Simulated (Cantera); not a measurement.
A freely propagating, adiabatic, planar premixed flame of CH₄ : O₂ : N₂ = 1 : 2.56 : 9.64 (molar parts), equivalence ratio 0.78, unburnt at 675 K and 1.10 bar; mixture-averaged transport, grid criteria slope 0.08 and curve 0.16, no radiation.

Cantera simulation using GRI-Mech 3.0 (53 species, 325 reactions); the numbers are that mechanism's predictions, not measurements. Burning velocities carry a grid error of a few per cent, more on coarse grids.

Problem. Predict: laminar burning velocity; thermal thickness; peak x(CH₃); peak x(H₂); peak x(C₂H).

Solution. 
* **laminar burning velocity**: 134 cm/s
* **thermal thickness**: 0.320 mm
* **peak x(CH₃)**: 0.00189
* **peak x(H₂)**: 0.0131
* **peak x(C₂H)**: 7.75e-8
